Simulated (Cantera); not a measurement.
What does this Cantera script print?

```python
import numpy as np
import cantera as ct

gas_names = """
    Cu CuO Cu2 H HO2 H2 H2O H2O2 O OH O2 O3
""".split()
cond_names = """
    Cu(cr) Cu(L) CuO(s) CuO2H2(s) Cu2O(s) Cu2O(L) H2O(s) H2O(L)
""".split()


# ... load() reads the species with a 1 bar reference pressure and builds the phases ...
atoms = {
    'CuO': {'Cu': 1, 'O': 1},
    'H2': {'H': 2},
}
top_T = {'CuO(s)': 1390}  # K; cautious upper limits of use, not melting points


# ... equilibrate(T, P, feed) seeds the gas with the atoms and calls Mixture.equilibrate('TP', solver="vcs", rtol=1e-11, max_steps=5000) ...
results = []
feed = {'CuO': 1, 'H2': 12}  # mol
T = 1823  # K
for P in [10, 68, 460, 3200, 22000, 150000, 1000000]:
    mix = equilibrate(T, P, feed)
    results.append((T, P, feed, dict(zip(mix.species_names, mix.species_moles))))

top = {s: max(r[3][s] / sum(r[3][g] for g in gas_names) for r in results) for s in gas_names}
cols = sorted((s for s in top if top[s] > 0.0001), key=lambda s: -top[s])[:9]
seen = [c for c in cond_names if any(r[3].get(c, 0) > 1e-12 for r in results)]
print("log10 of partial pressures in bar; condensed amounts in mol")
print(f"{'P/Pa':>10s}" + "".join(f"{s[:9]:>10s}" for s in cols + seen))
for T, P, feed, n in results:
    ng = sum(n[g] for g in gas_names)
    print(f"{P:10.4g}" + "".join(f"{np.log10(max(n[s] / ng * P / 1e5, 1e-99)):10.3f}" for s in cols)
          + "".join(f"{n.get(c, 0):10.4g}" for c in seen))
```

It prints:

```
log10 of partial pressures in bar; condensed amounts in mol
      P/Pa        H2       H2O        Cu         H        OH     Cu(L)
        10    -4.091    -5.124    -5.123    -5.409    -7.599         0
        68    -3.247    -4.285    -4.285    -4.987    -7.182         0
       460    -2.413    -3.453    -3.453    -4.570    -6.767         0
      3200    -1.543    -2.584    -3.152    -4.135    -6.333    0.7286
   2.2e+04    -0.697    -1.738    -3.152    -3.712    -5.910    0.9613
   1.5e+05     0.138    -0.903    -3.152    -3.294    -5.493    0.9943
     1e+06     0.962    -0.079    -3.152    -2.882    -5.081    0.9992
```

Equilibrium computed with Cantera from the NASA thermochemical tables; the gas is ideal and each condensed phase is pure.
